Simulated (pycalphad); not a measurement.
Computed with pycalphad from the COST 507 light-alloy database (1999), at 1 atm. No gas phase is included, though pure Mg would boil below 1377 °C. The database dates from 1999; later assessments differ in places, in temperatures and in the compounds included. Diffusion is slow at the low end, where real alloys seldom reach equilibrium.

## Al-2.43Si-7.67Mg (at.%): equilibrium cooling sequence

```json
[
 {"T (°C)": "613.6", "phases above": "LIQUID", "phases below": "FCC_A1 + LIQUID"},
 {"T (°C)": "594.1", "phases above": "FCC_A1 + LIQUID", "phases below": "FCC_A1 + LIQUID + MG2SI"},
 {"T (°C)": "591.5", "phases above": "FCC_A1 + LIQUID + MG2SI", "phases below": "FCC_A1 + MG2SI"},
 {"T (°C)": "173.4", "phases above": "FCC_A1 + MG2SI", "phases below": "ALMG_BETA + FCC_A1 + MG2SI"}
]
```

Changes were sought between steps of 50 K, so a narrower field can be missed.

Database names, with the compositions (at.%) that they take in these runs: MG2SI: Mg 67 Si 33; ALMG_BETA: Al 61 Mg 39. FCC_A1 is fcc.
